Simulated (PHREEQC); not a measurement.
Consider water at 25 °C with 1.9 mmol/kgw FeCl3. Closed to the air; pH follows from the charge balance.

All values are PHREEQC results (ion-association model, phreeqc.dat), not measurements.

No solid was allowed to form.

**Question.** Order these Fe species by the share of Fe that they hold, largest first: Fe(OH)2+, FeCl+2, Fe2(OH)2+4, FeOH+2, Fe+3.

**Answer.** FeOH+2 (59 %), Fe+3 (21 %), Fe(OH)2+ (9.6 %), Fe2(OH)2+4 (7.8 %), FeCl+2 (2.2 %)

The pH is 2.82 and the ionic strength 0.00849 mol/kgw. Examples of supersaturated solids here: Hematite (slow to form), Goethite (slow to form). Others may be too.
